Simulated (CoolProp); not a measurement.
Propyne along the isobar 46.1 bar: fugacity coefficient from the reference equation and from simpler models built on Tc = 402.7 K, pc = 56.58 bar, ω = 0.204; each cubic takes its own stable root.

Values from CoolProp's reference Helmholtz-energy equation of state, Polt 1992. This equation is an older, rougher fit; its heat capacities, sound speeds and derivatives of the liquid may be far off and weren't checked against measurements.

| T (K) | phase | reference |
|---|---|---|
| 299.4 | liquid | 0.1311 |
| 307.1 | liquid | 0.1594 |
| 314.8 | liquid | 0.1915 |
| 322.4 | liquid | 0.2270 |
| 330.1 | liquid | 0.2669 |
| 337.8 | liquid | 0.3106 |
| 345.4 | liquid | 0.3574 |
| 353.1 | liquid | 0.4083 |
| 360.7 | liquid | 0.4616 |
| 368.4 | liquid | 0.5183 |
| 376.1 | liquid | 0.5771 |
| 383.7 | liquid | 0.6364 |
| 399 | gas | 0.7164 |
| 406.7 | gas | 0.7357 |

Problem. How far does each simpler model (van der Waals, Redlich-Kwong, Soave-Redlich-Kwong, Peng-Robinson) lie from the reference over these 14 states: mean and median of the absolute difference, and the worst?

Solution. 
- van der Waals: mean 55.0 %, median 44.8 %, worst +142.3 % at 299.4 K and 46.1 bar
- Redlich-Kwong: mean 15.5 %, median 14.8 %, worst +33.0 % at 299.4 K and 46.1 bar
- Soave-Redlich-Kwong: mean 3.1 %, median 3.5 %, worst +4.1 % at 330.1 K and 46.1 bar
- Peng-Robinson: mean 0.9 %, median 0.8 %, worst -2.2 % at 406.7 K and 46.1 bar

At some of these states van der Waals gives the other phase, because its saturation line lies elsewhere.
